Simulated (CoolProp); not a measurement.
Methanol along the isotherm 521.7 K: Z from the reference equation and from simpler models built on Tc = 513.4 K, pc = 8.216 MPa, ω = 0.565; each cubic takes its own stable root.

Model: reference Helmholtz-energy equation of state, de Reuck 1993, in CoolProp.

```json
[
 {"p (MPa)": "0.456", "phase": "gas", "reference": "0.9835"},
 {"p (MPa)": "0.913", "phase": "gas", "reference": "0.9660"},
 {"p (MPa)": "1.37", "phase": "gas", "reference": "0.9475"},
 {"p (MPa)": "1.83", "phase": "gas", "reference": "0.9278"},
 {"p (MPa)": "2.28", "phase": "gas", "reference": "0.9075"},
 {"p (MPa)": "2.74", "phase": "gas", "reference": "0.8856"},
 {"p (MPa)": "3.2", "phase": "gas", "reference": "0.8625"},
 {"p (MPa)": "3.65", "phase": "gas", "reference": "0.8390"},
 {"p (MPa)": "4.11", "phase": "gas", "reference": "0.8139"}
]
```

Q: How far does each simpler model (Pitzer virial, van der Waals, Redlich-Kwong, Soave-Redlich-Kwong, Peng-Robinson) lie from the reference over these 9 states: mean and median of the absolute difference, and the worst?

A: 
- Pitzer virial: mean 0.7 %, median 0.3 %, worst +2.3 % at 521.7 K and 4.11 MPa
- van der Waals: mean 1.0 %, median 0.8 %, worst +2.6 % at 521.7 K and 4.11 MPa
- Redlich-Kwong: mean 0.3 %, median 0.3 %, worst -0.4 % at 521.7 K and 1.83 MPa
- Soave-Redlich-Kwong: mean 0.3 %, median 0.2 %, worst +0.7 % at 521.7 K and 4.11 MPa
- Peng-Robinson: mean 1.1 %, median 1.3 %, worst -1.5 % at 521.7 K and 3.65 MPa
